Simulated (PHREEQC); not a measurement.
Synthetic water in mg/L, 25 °C, pH 6.55, pe 2.5: Na 33.2; K 14.7; Ca 70.4; Mg 12.9; Cl 45.3; S(6) as SO4 130; Alkalinity as HCO3 161; Si as SiO2 0.228.

Valence states are taken as typed.

Model: ion-association model, wateq4f.dat, run in PHREEQC.

No solid was allowed to form.

Order these C species by the share of C that they hold, largest first: CO2, MgHCO3+, CaHCO3+, HCO3-.

HCO3- (63 %), CO2 (36 %), CaHCO3+ (0.85 %), MgHCO3+ (0.23 %)

Order these Mg species by the share of Mg that they hold, largest first: MgSO4, MgHCO3+, Mg+2.

Mg+2 (87 %), MgSO4 (11 %), MgHCO3+ (1.8 %)

The pH is 6.55 and the ionic strength 0.00917 mol/kgw.
